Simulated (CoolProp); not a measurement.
Properties of R123 along the isotherm 460.9 K (Tc = 456.8 K, pc = 36.62 bar, ω = 0.282).

Model: reference Helmholtz-energy equation of state, Younglove 1994, in CoolProp. It is a modified Benedict-Webb-Rubin equation, recast in Helmholtz form.

| p (bar) | phase | cv (kJ/(kg K)) | isothermal compressibility (1/MPa) | expansivity (1/kK) | conductivity (mW/(m K)) | Prandtl number |
|---|---|---|---|---|---|---|
| 1.53 | gas | 0.7836 | 6.630 | 2.281 | 18.6 | 0.730 |
| 3.05 | gas | 0.7858 | 3.376 | 2.401 | 18.7 | 0.730 |
| 4.58 | gas | 0.7881 | 2.284 | 2.530 | 18.9 | 0.732 |
| 6.1 | gas | 0.7905 | 1.744 | 2.670 | 19.0 | 0.734 |
| 7.63 | gas | 0.7930 | 1.420 | 2.823 | 19.2 | 0.736 |
| 9.15 | gas | (withheld) | 1.206 | 2.988 | 19.4 | 0.740 |
| 10.7 | gas | 0.7984 | 1.053 | (withheld) | 19.5 | 0.744 |
| 12.2 | gas | 0.8013 | 0.9435 | 3.373 | 19.7 | (withheld) |
| 13.7 | gas | 0.8043 | 0.8597 | 3.593 | 19.9 | 0.757 |
| 15.3 | gas | 0.8077 | 0.7904 | 3.857 | (withheld) | 0.765 |
| 16.8 | gas | 0.8111 | 0.7395 | 4.136 | 20.4 | 0.776 |
| 18.3 | gas | 0.8147 | 0.6990 | 4.453 | 20.6 | 0.788 |

Task: Complete the blanks.

Result: 
- 9.15, cv (kJ/(kg K)): 0.7956
- 10.7, expansivity (1/kK): 3.174
- 12.2, Prandtl number: 0.750
- 15.3, conductivity (mW/(m K)): 20.1

Viscosity comes from a separate model (Tanaka 1996). Thermal conductivity comes from a separate model (Laesecke 1996).
